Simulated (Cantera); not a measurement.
Transport properties of process gases

Gas mixture: NO = 0.15 (molar parts), at 23.0 Pa, frozen composition.

Cantera's kinetic-theory transport with the Lennard-Jones parameters of GRI-Mech 3.0, ideal gas; thermal conductivity in the multicomponent form. The composition is frozen, though it would react at the higher temperatures.

```
T (K)  ρ (kg/m³)  cp (J/kg/K)  μ (µPa s)  λ (mW/m/K)     Pr  D (cm²/s) H₂  D (cm²/s) CH₄  D (cm²/s) OH
-----  ---------  -----------  ---------  ----------  -----  ------------  -------------  ------------
400     0.000208        998.6       23.1        32.5  0.711          5580           1620          2280
550     0.000151         1028       28.9        41.9  0.709          9520           2820          3910
700     0.000119         1067       34.0        51.2  0.708         14200           4250          5870
850      9.77e-5         1104       38.6        60.2  0.708         19600           5890          8130
1000     8.30e-5         1133       42.9        68.8  0.707         25700           7740         10700
1150     7.22e-5         1153       47.0        76.7  0.707         32400           9770         13400
1300     6.38e-5         1171       50.9        84.4  0.707         39700          12000         16500
```
D: mixture-averaged diffusion coefficient of that species in the mixture.
